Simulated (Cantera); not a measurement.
A closed system holds: 1 mol B, 0.56 mol N₂, 0.13 mol NH₃, equilibrated at 0.900 Torr.

These are equilibrium values from Cantera (NASA tables, ideal gas, pure condensed phases), not measurements of a reactor. Candidate condensed phases: B, BN; 15 gas species. Mutual solubility and eutectic melting of coexisting phases are not modelled. Equilibrium is a limit: real reactors are often held back by kinetics, nucleation or transport.

Task: Which condensed phases are stable at each of these points (T (°C)): 1677, 1702, 1727, 1752, 1777, 1802, 1827, 1852, 1877?

Result: 
```tsv
T (°C)	condensed phases	B condensed (%)
1677	BN(s)	100.0
1702	BN(s)	100.0
1727	BN(s)	100.0
1752	BN(s)	100.0
1777	BN(s)	100.0
1802	BN(s)	100.0
1827	B(s) + BN(s)	100.0
1852	B(s) + BN(s)	99.9
1877	B(s)	99.9
```

From 1677 °C to 1802 °C the condensed part is BN(s). From 1827 °C to 1852 °C the condensed part is B(s) + BN(s). At 1877 °C the condensed part is B(s).
